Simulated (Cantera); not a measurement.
Mixture: 7.66 % CH₄, 24.8 % O₂, 61.8 % N₂, 5.82 % H₂O, equivalence ratio 0.62, at 100000 Pa, adiabatic and at constant volume. Ignition delay is the time to a rise of 400 K.

Model: GRI-Mech 3.0 (53 species, 325 reactions), integrated in Cantera.

Q: At T0 = 1400 K, what is the delay, and which 8 reactions control it most (d ln τ / d ln k, from doubling and halving each rate constant)?

A: The delay is 2.19 ms.
```tsv
reaction	d ln τ / d ln k	faster rate
CH3 + O2 <=> CH3O + O	-0.50	shortens it
2 CH3 (+M) <=> C2H6 (+M)	0.45	lengthens it
H + O2 <=> O + OH	-0.30	shortens it
CH4 + H <=> CH3 + H2	0.25	lengthens it
CH3 + O2 <=> CH2O + OH	-0.25	shortens it
CH3 + HO2 <=> CH3O + OH	-0.20	shortens it
CH2O + O2 <=> HCO + HO2	-0.15	shortens it
CH4 + OH <=> CH3 + H2O	0.12	lengthens it
```
